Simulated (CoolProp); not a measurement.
Vapour-liquid equilibrium of ethylene (1) + isobutane (2) at 0.144 MPa; x and y are mole fractions of (1).

Values from CoolProp's multi-fluid Helmholtz-energy mixture model, Smukala 2000 and Bücker 2006; pair parameters Bell 2016.

Q: Give the bubble temperature and the first vapour's composition at x = 0.2, 0.35, 0.8. Is there an azeotrope?

A: x = 0.2: -57.7 °C, y = 0.937; x = 0.35: -73.2 °C, y = 0.982; x = 0.8: -93.1 °C, y = 0.999. No azeotrope shows between x = 0.05 and 0.95.

Pair parameters are fitted to limited data, so mixtures are less certain than the pure fluids.
